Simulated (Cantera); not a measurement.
A perfectly stirred reactor is fed with 3.28 % CH₄, 0.885 % C₂H₆, 20.1 % O₂, 75.7 % N₂, equivalence ratio 0.48, at 1.60 bar; it is adiabatic with a 325 K inlet, and is followed from long to short residence time, starting on the burning branch (τ in s: 0.052, 0.024, 0.011, 0.0053, 0.0025, 0.0012, 0.00054, 0.00025, 0.00012, 5.5e-05, 2.6e-05, 1.2e-05, 5.6e-06).

Computed with Cantera and GRI-Mech 3.0 (53 species, 325 reactions).

Question: Predict: blow-out, bracketed by the residence times tried; x(CH₄) at τ = 52.0 ms; x(C₂H₆) at τ = 52.0 ms; x(O₂) at τ = 52.0 ms; x(CH₂CO) at τ = 52.0 ms; x(CH₄) at τ = 0.540 ms; x(C₂H₆) at τ = 0.540 ms; x(O₂) at τ = 0.540 ms.

Answer: blow-out, bracketed by the residence times tried: burning at 2.50 ms, out at 1.20 ms
x(CH₄) at τ = 52.0 ms: 3.25e-5
x(C₂H₆) at τ = 52.0 ms: 2.34e-6
x(O₂) at τ = 52.0 ms: 0.105
x(CH₂CO) at τ = 52.0 ms: 3.83e-6
x(CH₄) at τ = 0.540 ms: 0.0328
x(C₂H₆) at τ = 0.540 ms: 0.00885
x(O₂) at τ = 0.540 ms: 0.201
